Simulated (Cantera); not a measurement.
A closed system holds: 1 mol Cu, 0.29 mol CO₂, a varied amount of H₂, held at 1050 °C and 5.50 bar.

Equilibrium computed with Cantera from the NASA thermochemical tables; the gas is ideal and each condensed phase is pure. Candidate condensed phases: C, C₆H₆, C₇H₈, C₈H₁₈, Cu, CuO, Cu(OH)₂, Cu₂O, H₂O; 113 gas species. The numbers say what is thermodynamically allowed, not how fast it happens.

Problem. At 32 mol H₂, list the 5 most abundant gas species with their mole fractions, and the condensed phases.

Solution. H₂ 0.981, H₂O 0.0101, CO 0.00785, CH₄ 0.00111, CO₂ 4.34e-5. Condensed: Cu(s).
